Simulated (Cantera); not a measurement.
Charge: 1 mol SiHCl₃, 1.4 mol C₂H₄, 290 mol H₂, held at 1900 K and 16.5 Torr.

Method: chemical equilibrium by Gibbs-energy minimisation in Cantera with the NASA 1993 tables (ideal gas, pure condensed phases). Candidate condensed phases: C, C₆H₆, C₇H₈, C₈H₁₈, Si, SiC; 109 gas species. Kinetics and transport are ignored.

Question: What is the equilibrium state?

Answer: 
| Item | Value |
|---|---|
| x(H₂) | 0.984 |
| x(HCl) | 0.0101 |
| x(H) | 0.00531 |
| x(C₂H₂ (acetylene)) | 0.000376 |
| x(Cl) | 4.10e-5 |
| x(Si) | 2.13e-5 |
| x(CH₄) | 1.20e-5 |
| x(SiCl₂) | 1.04e-5 |
| x(SiH) | 2.72e-6 |
| n(C(graphite)) | 1.58 mol |
| n(SiC(s)) | 0.988 mol |
| gas amount | 295.6 mol |
| log10 activity of Si(l) (absent) | -1.43 |
